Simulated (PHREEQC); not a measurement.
Consider water at 20 °C with 0.037 mol HF, 0.00036 mol NaF and 0.017 mol H2SiF6 per kg of water. Closed to the air; pH follows from the charge balance.

All values are PHREEQC results (ion-association model, wateq4f.dat), not measurements.

| quantity | before | after |
|---|---|---|
| pH | 1.53 | 3.16 |
| ionic strength (mol/kgw) | 0.0520 | 0.000724 |
| HF (mol/kgw) | 0.0304 | 0.000638 |
| H2F2 (mol/kgw) | 0.00291 | 1.27e-6 |
| F- (mol/kgw) | 0.000935 | 0.000694 |
| HF2- (mol/kgw) | 0.000106 | 1.63e-6 |

Problem. Which change was made?
A) 0.0014 mol/kgw H2SO4 added
B) diluted 100-fold with water
C) H2SiF6 left out
D) diluted 5-fold with water

Solution. B, diluted 100-fold with water

No solid was allowed to form. Some of these states are supersaturated (in Quartz (slow to form), for instance). SiF6-2 is the database's only silicon fluoride.
